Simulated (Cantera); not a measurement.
Mixture: CH4 : O2 : N2 : H2O = 1 : 2.86 : 10.7 : 0.39 (molar parts), equivalence ratio 0.70, at 1.00 bar, adiabatic and at constant pressure. Ignition delay is the time to a rise of 400 K.

Cantera simulation using GRI-Mech 3.0 (53 species, 325 reactions); the numbers are that mechanism's predictions, not measurements.

### Question
Predict: delay at 1150 K; delay at 1225 K; delay at 1300 K; delay at 1375 K; delay at 1450 K; delay at 1525 K; delay at 1600 K; apparent activation energy between 1450 and 1600 K.

### Answer
- delay at 1150 K: 83.2 ms
- delay at 1225 K: 28.3 ms
- delay at 1300 K: 10.4 ms
- delay at 1375 K: 4.16 ms
- delay at 1450 K: 1.80 ms
- delay at 1525 K: 0.850 ms
- delay at 1600 K: 0.439 ms
- apparent activation energy between 1450 and 1600 K: 180 kJ/mol
